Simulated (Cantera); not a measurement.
Input (Python, Cantera) and output of one run.

```python
import numpy as np
import cantera as ct

gas_names = [...]  # 131 gases of nasa_gas.yaml made of C, H, O
cond_names = """
    C(gr) C6H6(L) C7H8(L) C8H18(L),n-octa H2O(s) H2O(L)
""".split()


# ... load() reads the species with a 1 bar reference pressure and builds the phases ...
atoms = {
    'C2H5OH': {'C': 2, 'H': 6, 'O': 1},
    'H2': {'H': 2},
}
top_T = {'C(gr)': 4500}  # K; cautious upper limits of use, not melting points


# ... equilibrate(T, P, feed) seeds the gas with the atoms and calls Mixture.equilibrate('TP', solver="vcs", rtol=1e-11, max_steps=5000) ...
results = []
feed = {'C2H5OH': 1, 'H2': 43}  # mol
P = 15  # Pa
for T in [3000, 3250, 3500, 3750, 4000, 4250, 4500, 4750, 5000]:
    mix = equilibrate(T, P, feed)
    results.append((T, P, feed, dict(zip(mix.species_names, mix.species_moles))))

top = {s: max(r[3][s] / sum(r[3][g] for g in gas_names) for r in results) for s in gas_names}
cols = sorted((s for s in top if top[s] > 0.001), key=lambda s: -top[s])[:6]
seen = [c for c in cond_names if any(r[3].get(c, 0) > 1e-12 for r in results)]
print("log10 of partial pressures in bar; condensed amounts in mol")
print(f"{'T/K':>10s}" + "".join(f"{s[:9]:>10s}" for s in cols + seen))
for T, P, feed, n in results:
    ng = sum(n[g] for g in gas_names)
    print(f"{T:10.4g}" + "".join(f"{np.log10(max(n[s] / ng * P / 1e5, 1e-99)):10.3f}" for s in cols)
          + "".join(f"{n.get(c, 0):10.4g}" for c in seen))
```

Output:

```
log10 of partial pressures in bar; condensed amounts in mol
       T/K         H         C        CO         O        H2
      3000    -3.836    -5.818    -5.794   -11.622    -6.068
      3250    -3.834    -5.799    -5.796   -10.174    -6.681
      3500    -3.833    -5.797    -5.797    -8.916    -7.209
      3750    -3.833    -5.793    -5.801    -7.830    -7.669
      4000    -3.834    -5.767    -5.831    -6.928    -8.072
      4250    -3.835    -5.681    -5.963    -6.299    -8.430
      4500    -3.836    -5.579    -6.288    -5.971    -8.750
      4750    -3.838    -5.530    -6.790    -5.848    -9.036
      5000    -3.838    -5.520    -7.356    -5.814    -9.293
```

Cantera equilibrium calculation (NASA polynomials, part measured and part estimated; ideal gas, pure solids and liquids).
